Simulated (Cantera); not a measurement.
Feed: 1 mol Nb₂O₅, a varied amount of H₂, held at 0.460 bar.

These are equilibrium values from Cantera (NASA tables, ideal gas, pure condensed phases), not measurements of a reactor. Candidate condensed phases: H₂O, Nb, NbO, NbO₂, Nb₂O₅; 12 gas species. Mutual solubility and eutectic melting of coexisting phases are not modelled. Condensed phases not in the tables: the oxides between NbO₂ and Nb₂O₅. Rates play no part.

Stable condensed phases, one row left out:

```
T in K \ n(H₂) in mol
         4.2 8.1  12  16  20  24  28
   1823    A   B   B   B   B   B   B
   1773    A   B   B   B   B   B   B
   1723    A   B   B   B   B   B   B
   1673    A   B   B   B   B   B   B
   1623    A   B   B   B   B   B   B
   1573    A   A   B   B   B   B   B
   1523    A   A   B   B   B   B   B
   1473    A   A   A   B   B   B   B
   1373    A   A   A   A   B   B   B
   1323    A   A   A   A   A   A   B
   1273    A   A   A   A   A   A   A
```

A: NbO₂ + Nb₂O₅; B: NbO₂.

Give the row for 1423 K.

4.2: NbO₂ + Nb₂O₅; 8.1: NbO₂ + Nb₂O₅; 12: NbO₂ + Nb₂O₅; 16: NbO₂; 20: NbO₂; 24: NbO₂; 28: NbO₂.
